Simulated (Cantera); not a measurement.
Charge: 1 mol SiHCl3, 0.71 mol HCl, a varied amount of N2, equilibrated at 1375 K and 101000 Pa.

Cantera equilibrium calculation (NASA polynomials, part measured and part estimated; ideal gas, pure solids and liquids). Candidate condensed phases: NH4Cl, Si, Si3N4; 28 gas species. N2 is the only nitrogen source here; it is nearly inert below about 1500 K, so the nitride shown seldom forms there in practice. The tables' values for SiCl3 are old estimates; treat these amounts as uncertain. The numbers say what is thermodynamically allowed, not how fast it happens.

log p: log10 of the partial pressure in bar; n: condensed amount in mol.

```tsv
n(N2) (mol)	log p N2	log p HCl	log p SiCl4	log p H2	log p SiCl3	log p SiHCl3	n Si3N4(s)
4.3	-0.17	-0.71	-1.00	-1.36	-2.41	-2.84	0.118
6.4	-0.12	-0.82	-1.14	-1.53	-2.52	-3.04	0.123
9.5	-0.08	-0.95	-1.28	-1.71	-2.64	-3.25	0.126
14	-0.06	?	?	?	-2.76	?	0.130
21	-0.04	-1.22	-1.61	-2.12	-2.89	-3.70	0.133
31	-0.02	-1.36	-1.77	-2.33	-3.01	-3.93	0.137
47	-0.01	?	?	?	-3.15	?	0.139
69	-0.01	-1.68	-2.13	-2.78	-3.28	-4.42	0.142
100	0.00	-1.83	-2.29	-2.99	-3.41	-4.66	0.144
150	0.00	-1.99	-2.48	-3.23	-3.54	-4.91	0.145
230	0.00	-2.17	-2.67	-3.49	-3.69	-5.19	0.147
```

Task: What belongs in the gaps?

Result: 
- 14, log p HCl: -1.08
- 14, log p SiCl4: -1.44
- 14, log p H2: -1.90
- 14, log p SiHCl3: -3.46
- 47, log p HCl: -1.52
- 47, log p SiCl4: -1.96
- 47, log p H2: -2.56
- 47, log p SiHCl3: -4.18
